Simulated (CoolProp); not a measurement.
A single-stage vapour-compression cycle with CH2F2 (R32): evaporating at 227.15 K (dew point), condensing at 249.15 K (bubble point), superheat 0 K, subcooling 2 K, compressor efficiency 0.65, no pressure losses. Each further row changes one setting.

Computed with CoolProp (reference Helmholtz-energy equation of state, Tillner-Roth 1997).

```tsv
case	cooling COP	pressure ratio	discharge temperature (K)	refrigerating effect (kJ/kg)	volumetric capacity (kJ/m³)
as stated	…	2.60	298.6	343	1330
evaporating temperature 232.15 K	8.31	…	285.5	346	…
condensing temperature 244.15 K	…	…	282.8	351	1370
subcooling 7 K	6.29	2.60	298.6	351	1370
superheat 10 K	5.99	2.60	…	352	1300
compressor efficiency 0.55	5.20	2.60	309.8	343	1330
```

**Question.** What belongs in the gaps?

**Answer.** 
- as stated, cooling COP: 6.15
- evaporating temperature 232.15 K, pressure ratio: 2.05
- evaporating temperature 232.15 K, volumetric capacity (kJ/m³): 1680
- condensing temperature 244.15 K, cooling COP: 8.13
- condensing temperature 244.15 K, pressure ratio: 2.13
- superheat 10 K, discharge temperature (K): 311.5
